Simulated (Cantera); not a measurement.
A perfectly stirred reactor is fed with CO : O₂ : H₂O : N₂ = 0.012 : 0.0053 : 0.046 : 1 (molar parts), at 5.60 bar; it is held at 1073 K, and followed from long to short residence time.

Model: GRI-Mech 3.0 (53 species, 325 reactions), integrated in Cantera.

Problem. Predict: x(CO) at τ = 1.40 s; x(O₂) at τ = 1.40 s; x(H₂O) at τ = 1.40 s; x(H₂O₂) at τ = 1.40 s; x(NO) at τ = 1.40 s; x(CO) at τ = 12.0 ms; x(O₂) at τ = 12.0 ms; x(H₂O) at τ = 12.0 ms; x(H₂O₂) at τ = 12.0 ms.

Solution. 
* **x(CO) at τ = 1.40 s**: 0.00344
* **x(O₂) at τ = 1.40 s**: 0.00116
* **x(H₂O) at τ = 1.40 s**: 0.0432
* **x(H₂O₂) at τ = 1.40 s**: 1.57e-7
* **x(NO) at τ = 1.40 s**: 1.31e-9
* **x(CO) at τ = 12.0 ms**: 0.0109
* **x(O₂) at τ = 12.0 ms**: 0.00480
* **x(H₂O) at τ = 12.0 ms**: 0.0432
* **x(H₂O₂) at τ = 12.0 ms**: 8.58e-7
